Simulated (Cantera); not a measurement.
An adiabatic, constant-volume homogeneous reactor starts with 6.79 % CH₄, 17.9 % O₂, 67.2 % N₂, 8.15 % H₂O, equivalence ratio 0.76, at 1623 K and 5.00 bar.

Cantera simulation using GRI-Mech 3.0 (53 species, 325 reactions); the numbers are that mechanism's predictions, not measurements.

Task: Predict: time of steepest temperature rise; temperature at 0.600 s; equilibrium temperature; x(O₂) at 0.600 s; x(H₂O) at 0.600 s.

Result: 
```
Item                                                               Value
---------------------------------  -------------------------------------
time of steepest temperature rise                               0.107 ms
temperature at 0.600 s                                            2861 K
equilibrium temperature                                           2861 K
x(O₂) at 0.600 s                   0.0399 (gas-phase equilibrium 0.0399)
x(H₂O) at 0.600 s                    0.192 (gas-phase equilibrium 0.192)
```
